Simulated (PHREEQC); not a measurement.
A solution holds 0.0063 mol H2SO4, 8.3e-05 mol CuSO4 and 0.0078 mol MnSO4 per kg of water, at 70 °C. Closed to the air; pH follows from the charge balance.

Equilibrium calculation in PHREEQC: ion-association model, phreeqc.dat.

The ionic strength comes out as 0.0275 mol/kgw. What activity coefficients do Mn+2, H+, HSO4-, Cu+2, SO4-2 get?

Mn+2 0.53, H+ 0.87, HSO4- 0.84, Cu+2 0.53, SO4-2 0.51.

This is a speciation only: nothing precipitates in the calculation. Complexes and solids missing from the database can't appear. Away from 25 °C the constants follow the database's enthalpies or fits; those with neither stay at their 25 °C values.
